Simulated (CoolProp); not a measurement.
Aqueous lithium chloride as a coolant, at -10 °C, 1 atm.

The numbers come from the Melinder's fits for secondary coolants in CoolProp.

```tsv
mass %	freezing point (°C)	viscosity (mPa s)	density (kg/m³)	conductivity (W/(m K))	cp (kJ/(kg K))
10.6	-13.3	3.50	1064	0.527	3.580
12.6	?	3.76	1076	0.523	3.462
14.6	-22.7	4.06	1088	0.520	3.349
16.6	-29.4	4.38	1101	?	3.240
18.6	-37.5	4.75	1114	0.513	3.140
20.6	?	5.17	1126	0.510	3.053
22.6	?	5.68	1139	0.507	2.985
```

Task: Complete the blanks.

Result: 
- 12.6, freezing point (°C): -17.4
- 16.6, conductivity (W/(m K)): 0.516
- 20.6, freezing point (°C): -46.7
- 22.6, freezing point (°C): -56.5
